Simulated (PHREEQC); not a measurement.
Consider water at 25 °C with 0.0012 mol HNO3 and 0.00043 mol MnSO4 per kg of water. Closed to the air; pH follows from the charge balance.

Model: ion-association model, wateq4f.dat, run in PHREEQC.

```csv
quantity,before,after
pH,2.96,3.93
ionic strength (mol/kgw),0.00278,0.000290
```

Q: What was changed between the two runs?
(A) HNO3 replaced by Pb(NO3)2 at the same molality
(B) diluted 10-fold with water
(C) HNO3 from 0.0012 to 0.00012 mol/kgw
(D) HNO3 left out
(E) diluted 100-fold with water

A: B, diluted 10-fold with water

Precipitation was switched off in this run.
